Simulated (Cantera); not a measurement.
Feed: 1 mol Si, 0.27 mol O₂, 12 mol N₂, equilibrated at 0.490 bar.

These are equilibrium values from Cantera (NASA tables, ideal gas, pure condensed phases), not measurements of a reactor. Candidate condensed phases: Si, SiO₂, Si₂N₂O, Si₃N₄; 16 gas species. N₂ is the only nitrogen source here; it is nearly inert below about 1500 K, so the nitride shown seldom forms there in practice. Mutual solubility and eutectic melting of coexisting phases are not modelled. The tables hold silica as quartz up to 1696 K and as liquid above; real silica turns to tridymite and cristobalite and melts near 1996 K. The numbers say what is thermodynamically allowed, not how fast it happens. All values below are at 1200 °C.

Base state: N₂ 1.000 (mole fractions); condensed: SiO₂(β-quartz) + Si₂N₂O(s).

Question: What changes in the equilibrium state with this change: Si replaced by Fe?

Answer: 
| species | before | after |
|---|---|---|
| N₂ | 1.000 | 1.00 |
| SiO₂(β-quartz), mol | 0.0267 | 0 |
| Si₂N₂O(s), mol | 0.487 | 0 |
| Fe(γ), mol | 0 | 0.460 |
| FeO(s), mol | 0 | 0.540 |
The tables' stoichiometric FeO is somewhat more stable than real wüstite, so its field is too wide. FeO: taken at fixed stoichiometry. Further candidate phases: Fe, FeO, Fe₂O₃, Fe₃O₄.
